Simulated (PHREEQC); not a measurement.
Make-up at 57 °C: 0.015 mol Pb(NO3)2 and 0.075 mol HNO3 per kg of water. It is in equilibrium with CO2 at log p = -1 (atm). Otherwise closed; pH follows from the charge balance.

Equilibrium calculation in PHREEQC: ion-association model, phreeqc.dat.

The pH comes out as 1.22 and the ionic strength comes out as 0.110 mol/kgw. The density comes out as 0.991 g/cm³ and the total alkalinity is -75.0 meq/kg.

```json
[
 {"species": "NO3-", "molality": "0.100", "activity": "0.0733", "log γ": "-0.135"},
 {"species": "H+", "molality": "0.0750", "activity": "0.0609", "log γ": "-0.090"},
 {"species": "Pb+2", "molality": "0.0101", "activity": "0.00344", "log γ": "-0.469"},
 {"species": "PbNO3+", "molality": "0.00488", "activity": "0.00373", "log γ": "-0.117"},
 {"species": "CO2", "molality": "0.00168", "activity": "0.00172", "log γ": "0.011"},
 {"species": "(CO2)2", "molality": "1.28e-7", "activity": "1.32e-7", "log γ": "0.011"},
 {"species": "PbHCO3+", "molality": "5.20e-8", "activity": "3.97e-8", "log γ": "-0.117"},
 {"species": "HCO3-", "molality": "1.89e-8", "activity": "1.45e-8", "log γ": "-0.113"},
 {"species": "PbOH+", "molality": "1.43e-9", "activity": "1.10e-9", "log γ": "-0.117"}
]
```

This is a speciation only: nothing precipitates in the calculation. Species that the database lacks are ignored. At this temperature some constants are extrapolated from 25 °C, and those without enthalpy data are left unchanged.
